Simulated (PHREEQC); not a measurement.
# Silver or lead bath

Dissolve 2.4 mmol/kgw PbCl2 and 1.2 mmol/kgw HNO3 at 75 °C. Closed to the air; pH follows from the charge balance.

The numbers come from PHREEQC with the ion-association model, wateq4f.dat.

This is a speciation only: nothing precipitates in the calculation.

Question: Predict the pH, ionic strength.

Answer: pH 2.96; ionic strength 0.00718 mol/kgw.

Question: In which forms is N present?

Answer: NO3- 98 %, PbNO3+ 1.8 % of the N.

Species that the database lacks are ignored. Constants without temperature data keep their 25 °C values here.
